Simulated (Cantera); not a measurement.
A perfectly stirred reactor is fed with 0.818 % CO, 0.219 % O2, 3.90 % H2O, 95.1 % N2, at 520000 Pa; it is held at 1275 K, and followed from long to short residence time.

Model: GRI-Mech 3.0 (53 species, 325 reactions), integrated in Cantera.

x: mole fraction; the columns are a selection and need not sum to one.

| τ (s) | x CO | x O2 | x H2O | x NO2 | x NO |
|---|---|---|---|---|---|
| 19 | 0.000997 | 2.14e-6 | 0.0362 | <1e-12 | 7.28e-9 |
| 7.2 | 0.00103 | (withheld) | 0.0363 | <1e-12 | (withheld) |
| 2.8 | 0.00107 | 5.76e-6 | 0.0363 | <1e-12 | 1.36e-8 |
| 1.1 | 0.00115 | (withheld) | 0.0364 | <1e-12 | (withheld) |
| 0.41 | 0.00126 | 1.58e-5 | 0.0365 | 1.30e-12 | 2.12e-8 |
| 0.16 | 0.00143 | 2.64e-5 | 0.0366 | 1.91e-12 | 2.71e-8 |
| 0.060 | 0.00169 | 4.61e-5 | 0.0368 | 3.17e-12 | 3.64e-8 |
| 0.023 | 0.00205 | 8.30e-5 | 0.0371 | 5.88e-12 | 4.96e-8 |
| 0.0088 | 0.00256 | 0.000161 | 0.0375 | 1.22e-11 | 6.51e-8 |
| 0.0034 | 0.00331 | 0.000339 | 0.0378 | 2.52e-11 | 7.27e-8 |

Q: What belongs in the gaps?

A: 
- 7.2, x O2: 3.53e-6
- 7.2, x NO: 1.05e-8
- 1.1, x O2: 9.38e-6
- 1.1, x NO: 1.69e-8
